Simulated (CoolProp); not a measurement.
Properties of n-dodecane along the isotherm 620 K (Tc = 658.1 K, pc = 1818 kPa, ω = 0.574).

Model: reference Helmholtz-energy equation of state, Lemmon 2004, in CoolProp. It is a short technical equation, of lower accuracy than the large ones.

| p (kPa) | phase | cp (kJ/(kg K)) | isothermal compressibility (1/MPa) | Prandtl number |
|---|---|---|---|---|
| 1300 | liquid | 3.707 | 0.05252 | 3.22 |
| 2600 | liquid | 3.539 | 0.02969 | 3.43 |
| 3890 | liquid | 3.467 | 0.02129 | 3.61 |
| 5190 | liquid | 3.424 | 0.01674 | 3.77 |
| 6490 | liquid | 3.395 | 0.01388 | 3.90 |
| 7790 | liquid | 3.373 | 0.01189 | 4.03 |
| 9090 | liquid | 3.356 | 0.01043 | 4.14 |
| 10400 | liquid | 3.342 | 0.009293 | 4.25 |
| 11700 | liquid | 3.331 | 0.008399 | 4.35 |
| 13000 | liquid | 3.321 | 0.007670 | 4.44 |
| 14300 | liquid | 3.313 | 0.007064 | 4.53 |
| 15600 | liquid | 3.306 | 0.006551 | 4.61 |
| 16900 | liquid | 3.299 | 0.006111 | 4.69 |
| 18200 | liquid | 3.294 | 0.005729 | 4.77 |

Viscosity comes from a separate model (Huber 2004). Thermal conductivity comes from a separate model (Huber 2004).
